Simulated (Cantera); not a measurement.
# Premixed flame

A freely propagating, adiabatic, planar premixed flame of 41.9 % H₂, 12.3 % O₂, 45.7 % N₂, unburnt at 348 K and 608 Torr; mixture-averaged transport, grid criteria slope 0.08 and curve 0.16, no radiation.

Model: the H2/O2 subset of GRI-Mech 3.0, which has no nitrogen chemistry, integrated in Cantera. Burning velocities carry a grid error of a few per cent, more on coarse grids.

```tsv
z (mm)	T (K)	u (m/s)	x H₂	x O₂	x H₂O₂	x O	x OH	x H₂O
-1.38	348	3.88	0.419	0.123	<1e-8	<1e-8	<1e-8	<1e-8
-0.918	348	3.88	0.419	0.123	<1e-8	<1e-8	<1e-8	<1e-8
-0.688	348	3.88	0.419	0.123	<1e-8	<1e-8	<1e-8	<1e-8
-0.459	348	3.88	0.419	0.123	<1e-8	<1e-8	<1e-8	6.97e-8
-0.229	363	4.02	0.416	0.124	6.07e-6	1.48e-6	1.23e-5	0.000237
-0.115	642	6.90	0.382	0.119	8.19e-5	0.000169	0.00105	0.0199
0	1086	11.3	0.294	0.0886	6.63e-6	0.00235	0.00163	0.0910
0.115	1394	14.4	0.199	0.0343	1.58e-6	0.00468	0.00409	0.194
0.229	1542	15.8	0.162	0.00907	9.95e-7	0.00342	0.00514	0.243
0.459	1669	17.0	0.157	0.00203	6.16e-7	0.00231	0.00586	0.258
0.918	1795	18.1	0.165	0.00121	3.45e-7	0.00171	0.00612	0.262
1.84	1915	19.2	0.173	0.000735	1.78e-7	0.00108	0.00571	0.267
3.67	2018	20.0	0.180	0.000383	8.96e-8	0.000583	0.00472	0.271
```
x: mole fraction of selected species; z is measured from the peak of heat release.

```json
{
  "laminar_burning_velocity": "388 cm/s",
  "thermal_thickness": "0.459 mm",
  "peak x(H₂O₂)": "8.62e-5",
  "peak x(O)": "0.00470",
  "peak x(OH)": "0.00612",
  "grid_points": "120"
}
```
